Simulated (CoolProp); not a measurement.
Vapour-liquid equilibrium of R113 (1) + benzene (2) at 0.501 MPa; x and y are mole fractions of (1).

Model: multi-fluid Helmholtz-energy mixture model, Marx 1992 and Thol 2012; pair parameters Bell 2016, in CoolProp.

Q: Give the bubble temperature and the first vapour's composition at x = 0.15, 0.85, 0.95. Is there an azeotrope?

A: x = 0.15: 130.8 °C, y = 0.317; x = 0.85: 108.6 °C, y = 0.901; x = 0.95: 106.8 °C, y = 0.966. No azeotrope shows between x = 0.05 and 0.95.

Pair parameters are fitted to limited data, so mixtures are less certain than the pure fluids.
